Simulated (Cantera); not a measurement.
Cantera with NASA thermochemical tables; ideal gases at 1 bar, condensed phases pure. Values are per mole of reaction as written; species without (g) are pure solids or liquids, kept so even where they would boil at 1 bar.

3 Cu + 6 H(g) + 2 O3(g) = 3 Cu(OH)2

```
T (K)  ΔH° (kJ)  ΔS° (J/K)  ΔG° (kJ)  log10 K   condensed phases
-----  --------  ---------  --------  -------  -----------------
473     -2941.0     -936.2   -2498.2   275.88  Cu(s), Cu(OH)2(s)
573     -2939.5     -933.3   -2404.7   219.21  Cu(s), Cu(OH)2(s)
673           …          …         …        …  Cu(s), Cu(OH)2(s)
773           …          …         …        …  Cu(s), Cu(OH)2(s)
873     -2931.4     -922.2   -2126.3   127.22  Cu(s), Cu(OH)2(s)
973     -2927.8     -918.3   -2034.3   109.21  Cu(s), Cu(OH)2(s)
1073    -2924.1     -914.7   -1942.6    94.57  Cu(s), Cu(OH)2(s)
1173    -2920.4     -911.4   -1851.3    82.44  Cu(s), Cu(OH)2(s)
1273    -2916.8     -908.5   -1760.3    72.23  Cu(s), Cu(OH)2(s)
1373    -2953.2     -935.2   -1669.2    63.50  Cu(l), Cu(OH)2(s)
```

Question: Some entries are withheld; supply them.

Answer: 
- 673, ΔH° (kJ): -2937.4
- 673, ΔS° (J/K): -930.0
- 673, ΔG° (kJ): -2311.5
- 673, log10 K: 179.41
- 773, ΔH° (kJ): -2934.7
- 773, ΔS° (J/K): -926.2
- 773, ΔG° (kJ): -2218.7
- 773, log10 K: 149.93
